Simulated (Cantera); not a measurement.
A closed system holds: 1 mol SiCl4, 1.3 mol HCl, 0.53 mol H2, equilibrated at 1250 K and 100000 Pa.

These are equilibrium values from Cantera (NASA tables, ideal gas, pure condensed phases), not measurements of a reactor. Candidate condensed phases: Si; 19 gas species. The tables' values for SiCl3 are old estimates; treat these amounts as uncertain. Kinetics and transport are ignored.

Base state: HCl 0.466, SiCl4 0.345, H2 0.181, SiHCl3 0.00477, SiCl3 0.00253, SiCl2 0.000132 (mole fractions); condensed: gas only.

Problem. What changes in the equilibrium state with this change: temperature from 1250 K to 673 K?

Solution. 
```tsv
species	before	after
HCl	0.466	0.459
SiCl4	0.345	0.353
H2	0.181	0.187
SiCl3	0.00253	1.38e-9
SiCl2	0.000132	<1e-9
```

Problem. What changes in the equilibrium state with this change: SiCl4 replaced by Si?

Solution. 
```csv
species,before,after
H2,0.181,0.715
SiCl4,0.345,0.136
HCl,0.466,0.0597
SiCl2,0.000132,0.0126
SiHCl3,0.00477,0.0580
SiCl3,0.00253,0.0154
SiH3Cl,4.66e-9,5.40e-5
SiH2Cl2,8.95e-6,0.00336
"Si(s), mol",0,0.658
```

Problem. What changes in the equilibrium state with this change: HCl from 1.3 to 0.64 mol?

Solution. 
```
species    before     after
-------  --------  --------
SiCl4       0.345     0.442
HCl         0.466     0.312
H2          0.181     0.229
SiHCl3    0.00477    0.0115
SiH2Cl2   8.95e-6   4.09e-5
SiCl2    0.000132  0.000478
SiCl3     0.00253   0.00543
```
